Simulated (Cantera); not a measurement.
# Silicon oxide and oxynitride deposition: Si2H6 + H2O

Input: 1 mol Si2H6, 9.6 mol H2O, equilibrated at 13300 Pa.

These are equilibrium values from Cantera (NASA tables, ideal gas, pure condensed phases), not measurements of a reactor. Candidate condensed phases: H2O, Si, SiO2; 18 gas species. The feed counts by its element totals alone. The tables hold silica as quartz up to 1696 K and as liquid above; real silica turns to tridymite and cristobalite and melts near 1996 K. Gases not in the tables: Si(OH)4. Kinetics and transport are ignored.

```tsv
T (K)	log p H2	log p H2O	log p H	log p SiO	log p OH	log p SiO2	log p O	log p O2	n SiO2(α-quartz)	n SiO2(β-quartz)	n SiO2(condensed)	n SiO2(l)
775	-1.13	-1.23	-12.57	<-12	<-12	<-12	<-12	<-12	2.00	0	0	0
875	-1.13	-1.23	-10.86	<-12	<-12	<-12	<-12	<-12	0	2.00	0	0
975	-1.13	-1.23	-9.51	<-12	-12.34	<-12	<-12	<-12	0	2.00	0	0
1075	-1.13	-1.23	-8.40	<-12	-10.92	<-12	<-12	<-12	0	2.00	0	0
1175	-1.13	-1.23	-7.48	<-12	-9.73	<-12	<-12	<-12	0	2.00	0	0
1275	-1.13	-1.23	-6.70	-12.01	-8.73	<-12	<-12	<-12	0	2.00	0	0
1375	-1.13	-1.23	-6.03	-10.39	-7.87	<-12	-12.81	<-12	0	2.00	0	0
1475	-1.13	-1.23	-5.45	-8.99	-7.13	-12.02	-11.51	-11.94	0	2.00	0	0
1575	-1.13	-1.23	-4.95	-7.77	-6.48	-10.69	-10.38	-10.81	0	2.00	0	0
1675	-1.13	-1.23	-4.50	-6.71	-5.91	-9.52	-9.38	-9.82	0	2.00	0	0
1775	-1.13	-1.23	-4.10	-5.78	-5.41	-8.50	-8.49	-8.94	0	0	2.00	0
1875	-1.13	-1.23	-3.75	-4.95	-4.95	-7.59	-7.69	-8.15	0	0	2.00	0
1975	-1.13	-1.23	-3.43	-4.22	-4.55	-6.78	-6.98	-7.44	0	0	1.99	0
2075	-1.14	-1.23	-3.14	-3.56	-4.18	-6.05	-6.33	-6.79	0	0	0	1.97
```
log p: log10 of the partial pressure in bar; n: condensed amount in mol.

At 775 K the condensed part is SiO2(α-quartz). From 875 K to 1675 K the condensed part is SiO2(β-quartz). From 1775 K to 1975 K the condensed part is SiO2(condensed). At 2075 K the condensed part is SiO2(l).
